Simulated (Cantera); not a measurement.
Standard-state values (1 bar) from the NASA 1993 polynomials, evaluated with Cantera. Values are per mole of reaction as written; species without (g) are pure solids or liquids, kept so even where they would boil at 1 bar.

a) Nb + O2(g) → NbO2(g)
b) 2 Ti + O2(g) → 2 TiO(g)
c) C + O2(g) → CO2(g)
d) 1.333 Ti + O2(g) → 0.6667 Ti2O3
e) 2 H2(g) + O2(g) → 2 H2O(g)
f) 1.333 B + O2(g) → 0.6667 B2O3(g)
g) V + O2(g) → VO2(g)

Task: Order these by ΔG° at 2450 K, most negative first.

Result: d (-591 kJ), f (-487 kJ), c (-396 kJ), b (-306 kJ), g (-277 kJ), a (-253 kJ), e (-219 kJ)
